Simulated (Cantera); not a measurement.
# Silicon epitaxy and polysilicon growth: Si₃H₈ + HCl + H₂

Input: 1 mol Si₃H₈, 0.13 mol HCl, 5.4 mol H₂, at 1673 K and 0.0220 bar.

Equilibrium computed with Cantera from the NASA thermochemical tables; the gas is ideal and each condensed phase is pure. Candidate condensed phases: Si; 19 gas species. The feed counts by its element totals alone. Gases not in the tables: Si₂H₆ and higher silanes. The numbers say what is thermodynamically allowed, not how fast it happens.

```json
{
 "x(H₂)": "0.986",
 "x(HCl)": "0.0125",
 "x(H)": "0.000762",
 "x(SiCl₂)": "0.000569",
 "x(Si)": "1.90e-5",
 "x(SiH₂)": "1.09e-5",
 "x(Cl)": "7.54e-6",
 "x(SiCl)": "6.89e-6",
 "x(SiH)": "4.73e-6",
 "n(Si(s))": "2.99 mol",
 "gas_amount": "9.534 mol"
}
```
